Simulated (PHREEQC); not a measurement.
3.1 g of hydrous ferric oxide (600 m²/g; 0.2 weak and 0.005 strong sites per Fe, Dzombak-Morel constants, diffuse double layer) in 1 kg of water with 0.05 mol/kgw of an inert sodium salt and 5.5 mmol/kgw Na2SeO4, at 25 °C; the pH is set by adding NaOH or the inert anion's acid. Oxygen alone is held at its pressure in air (log pO2 = -0.68). CO2 from the air is kept out. Nothing may precipitate in this run.

Model: ion-association model, wateq4f.dat, run in PHREEQC.

### Question
Predict Se sorbed (%), surface charge σ (C/m²), surface potential ψ (mV) at pH = 6, 9.5.

### Answer
| pH | Se sorbed (%) | surface charge σ (C/m²) | surface potential ψ (mV) |
|---|---|---|---|
| 6 | 35.4 | 0.038 | 54 |
| 9.5 | 0.0 | -0.052 | -67 |
